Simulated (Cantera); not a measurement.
Mixture: 3.47 % C3H8, 19.3 % O2, 72.4 % N2, 4.85 % H2O, at 7500 Torr, adiabatic and at constant pressure. Ignition delay is the time to a rise of 400 K.

Model: GRI-Mech 3.0 (53 species, 325 reactions), integrated in Cantera. GRI-Mech 3.0 was tuned for natural gas; its chemistry of propane as a main component is partial and can be far from experiment.

Predict: delay at 1250 K; delay at 1450 K; delay at 1650 K; delay at 1850 K; apparent activation energy between 1750 and 1950 K.


| Property | Value |
|---|---|
| delay at 1250 K | 0.691 ms |
| delay at 1450 K | 37.1 µs |
| delay at 1650 K | 5.47 µs |
| delay at 1850 K | 1.71 µs |
| apparent activation energy between 1750 and 1950 K | 130 kJ/mol |
